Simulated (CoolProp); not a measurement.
Vapour pressure (bar) of ethylene: the reference equation beside estimates from Tc = 282.4 K, pc = 50.42 bar, ω = 0.087. Clausius-Clapeyron is anchored at 152.1 K with a constant enthalpy of vaporisation of 14.20 kJ/mol.

The numbers come from the reference Helmholtz-energy equation of state, Smukala 2000 in CoolProp.

```
T (K)  reference  Clausius-Clapeyron  Redlich-Kwong  Peng-Robinson
-----  ---------  ------------------  -------------  -------------
139       0.1082              0.1115        0.09156         0.1152
143.4     0.1599              0.1625         0.1411         0.1685
147.7     0.2284              0.2299         0.2085         0.2386
152.1     0.3213              0.3213         0.3022         0.3330
156.5     0.4423              0.4406         0.4266         0.4553
160.9     0.5970              0.5939         0.5882         0.6111
165.2     0.7867              0.7829         0.7887         0.8014
169.6      1.027               1.024          1.045          1.041
174        1.320               1.321          1.360          1.334
178.4      1.673               1.683          1.742          1.687
182.8      2.095               2.119          2.199          2.107
```

Absolute difference from the reference over all 11 rows, mean and median: Clausius-Clapeyron 0.8 and 0.5 %, Redlich-Kwong 5.5 and 4.1 %, Peng-Robinson 2.8 and 2.4 %.
